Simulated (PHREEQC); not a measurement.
**Leach liquor: speciation**

Dissolve 7.5 mmol/kgw HCl, 1.9 mmol/kgw MnSO4 and 0.093 mmol/kgw NiSO4 at 25 °C. Closed to the air; pH follows from the charge balance.

Equilibrium calculation in PHREEQC: ion-association model, wateq4f.dat.

Each row changes one thing in this solution. Precipitation was switched off in this run.

```tsv
case	pH	ionic strength (mol/kgw)	Mn+2 (mol/kgw)	SO4-2 (mol/kgw)	HSO4- (mol/kgw)	MnSO4 (mol/kgw)	SI of Morenosite (NiSO4:7H2O)	SI of Ni(OH)2 (Ni(OH)2)
as made	2.20	0.0136	0.00171	0.00128	0.000552	0.000156	-5.02	-10.68
MnSO4 from 0.0019 to 0.019 mol/kgw	2.37	0.0566	0.0134	0.0111	0.00251	0.00543	-4.49	-10.60
diluted 100-fold with water	4.13	0.000154	1.89e-5	1.97e-5	1.36e-7	5.93e-8	?	-8.59
temperature from 25 to 20 °C	2.20	0.0138	0.00172	0.00132	0.000517	0.000148	-4.96	-10.30
HCl replaced by RbCl at the same molality	6.70	0.0145	0.00166	0.00178	2.43e-8	?	-4.90	-1.71
HCl from 0.0075 to 0.0375 mol/kgw	1.51	0.0425	0.00172	0.000701	0.00124	?	-5.50	-12.18
HCl from 0.0075 to 0.0015 mol/kgw	2.90	0.00820	0.00167	0.00161	0.000147	0.000228	-4.85	-9.25
HCl left out	6.68	0.00690	0.00164	0.00172	2.70e-8	0.000255	-4.80	-1.69
diluted 5-fold with water	2.86	?	0.000364	0.000345	3.89e-5	1.40e-5	-6.06	-9.93
```

Q: Fill in the missing entries.

A: 
- diluted 100-fold with water, SI of Morenosite (NiSO4:7H2O): -8.43
- HCl replaced by RbCl at the same molality, MnSO4 (mol/kgw): 0.000206
- HCl from 0.0075 to 0.0375 mol/kgw, MnSO4 (mol/kgw): 5.15e-5
- diluted 5-fold with water, ionic strength (mol/kgw): 0.00295
